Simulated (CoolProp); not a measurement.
n-undecane at several states: density (kg/m³) from the reference equation and from simpler models built on Tc = 365.7 °C, pc = 1.990 MPa, ω = 0.539; each cubic takes its own stable root.

Computed with CoolProp (reference Helmholtz-energy equation of state, Aleksandrov 2011). It is a short technical equation, of lower accuracy than the large ones.

| T (°C) | p (MPa) | phase | reference |
|---|---|---|---|
| 18.15 | 11.8 | liquid | 749.9 |
| 172.25 | 0.73 | liquid | 621.6 |
| 18.95 | 3.01 | liquid | 743.2 |

Problem. How far does each simpler model (van der Waals, Redlich-Kwong, Soave-Redlich-Kwong) lie from the reference over these 3 states: mean and median of the absolute difference, and the worst?

Solution. 
- van der Waals: mean 45.6 %, median 45.7 %, worst -46.2 % at 18.95 °C and 3.01 MPa
- Redlich-Kwong: mean 20.7 %, median 20.7 %, worst -21.3 % at 172.25 °C and 0.73 MPa
- Soave-Redlich-Kwong: mean 16.7 %, median 17.6 %, worst -17.6 % at 18.95 °C and 3.01 MPa
